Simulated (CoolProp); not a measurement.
Acetone along the isobar 30.1 bar: fugacity coefficient from the reference equation and from simpler models built on Tc = 235.0 °C, pc = 46.92 bar, ω = 0.307; each cubic takes its own stable root.

Computed with CoolProp (reference Helmholtz-energy equation of state, Lemmon 2006). It is a short technical equation, of lower accuracy than the large ones.

```
T (°C)   phase  reference
------  ------  ---------
-78.65  liquid   6.877e-6
-51.55  liquid  0.0001041
-24.45  liquid  0.0007995
2.75    liquid   0.003867
29.85   liquid    0.01330
57.05   liquid    0.03588
84.15   liquid    0.07997
111.35  liquid     0.1545
138.45  liquid     0.2655
165.55  liquid     0.4156
192.75  liquid     0.6019
219.85     gas     0.7321
247.05     gas     0.7804
```

Task: How far does each simpler model (van der Waals, Redlich-Kwong, Soave-Redlich-Kwong, Peng-Robinson) lie from the reference over these 13 states: mean and median of the absolute difference, and the worst?

Result: 
- van der Waals: mean 9959.2 %, median 283.6 %, worst +101252.3 % at -78.65 °C and 30.1 bar
- Redlich-Kwong: mean 140.8 %, median 78.7 %, worst +507.5 % at -78.65 °C and 30.1 bar
- Soave-Redlich-Kwong: mean 6.2 %, median 6.7 %, worst -14.8 % at -78.65 °C and 30.1 bar
- Peng-Robinson: mean 2.8 %, median 2.3 %, worst +5.7 % at -78.65 °C and 30.1 bar

At some of these states van der Waals gives the other phase, because its saturation line lies elsewhere.
